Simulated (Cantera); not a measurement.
TiO₂ + CO + H₂ + C (carbothermic reduction)

Input: 1 mol TiO₂, 15 mol CO, 1.4 mol H₂, 6.1 mol C, at 1800 K and 0.270 bar.

Cantera equilibrium calculation (NASA polynomials, part measured and part estimated; ideal gas, pure solids and liquids). Candidate condensed phases: C, C₆H₆, C₇H₈, C₈H₁₈, H₂O, Ti, TiC, TiO, TiO₂, Ti₂O₃, Ti₃O₅, Ti₄O₇; 113 gas species. TiC: taken at fixed stoichiometry. The numbers say what is thermodynamically allowed, not how fast it happens.

x(CO): 0.924
x(H₂): 0.0760
x(H): 0.000190
x(CO₂): 1.72e-5
x(C₂H₂ (acetylene)): 1.33e-5
x(H₂O): 5.40e-6
x(CH₄): 1.20e-6
n(C(graphite)): 3.10 mol
n(TiC(s)): 1.00 mol
gas amount: 18.40 mol
log10 activity of Ti₂O₃(s) (absent): -4.49
log10 activity of Ti(β) (absent): -4.68
log10 activity of Ti₃O₅(s) (absent): -7.42
